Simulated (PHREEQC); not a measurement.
2 g of hydrous ferric oxide (600 m²/g; 0.2 weak and 0.005 strong sites per Fe, Dzombak-Morel constants, diffuse double layer) in 1 kg of water with 0.005 mol/kgw of an inert sodium salt and 3.7e-05 mol/kgw ZnCl2 and 1e-05 mol/kgw MnCl2, at 25 °C; the pH is set by adding NaOH or the inert anion's acid. No oxygen is let in. No CO2 enters from the air. No solid was allowed to form.

The series has 13 steps of pH, from 4 to 10.

Model: ion-association model, wateq4f.dat, run in PHREEQC.

Q: Near which pH is half of the Zn sorbed, and on which side is more sorbed?

A: Near pH 5.6, with more sorbed at higher pH.

Q: Near which pH is half of the Mn sorbed, and on which side is more sorbed?

A: Near pH 6.4, with more sorbed at higher pH.

Species that the database lacks are ignored.
